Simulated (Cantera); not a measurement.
Input: 1 mol PH₃, 1.7 mol O₂, held at 0.00690 bar.

Equilibrium computed with Cantera from the NASA thermochemical tables; the gas is ideal and each condensed phase is pure. Candidate condensed phases: H₂O, P, P₄O₁₀; 31 gas species. Ions and electrons are included (thermal ionisation). Gases not in the tables: HPO₂, HPO₃ and P₄O₆. Kinetics and transport are ignored. All values below are at 1977 °C.

Base state: H₂O 0.484, PO₂ 0.342, H₂ 0.0587, PO 0.0359, OH 0.0269, O₂ 0.0237, H 0.0217, O 0.00683 (mole fractions); condensed: gas only.

### Question
What changes in the equilibrium state with this change: PH₃ replaced by HCl?

### Answer
```csv
species,before,after
O₂,0.0237,0.512
Cl,0,0.199
HCl,0,0.143
H₂O,0.484,0.0833
PO₂,0.342,0
PO,0.0359,0
H₂,0.0587,0.00217
H,0.0217,0.00417
O,0.00683,0.0318
OH,0.0269,0.0240
ClO,0,0.000151
Cl₂,0,9.13e-5
```

### Question
What changes in the equilibrium state with this change: PH₃ replaced by SO₂?

### Answer
```csv
species,before,after
O₂,0.0237,0.603
SO₂,0,0.357
O,0.00683,0.0345
H₂O,0.484,0
PO₂,0.342,0
H₂,0.0587,0
PO,0.0359,0
OH,0.0269,0
H,0.0217,0
SO,0,0.00615
SO₃,0,6.94e-5
S,0,3.03e-5
```
Further candidate phases: S.
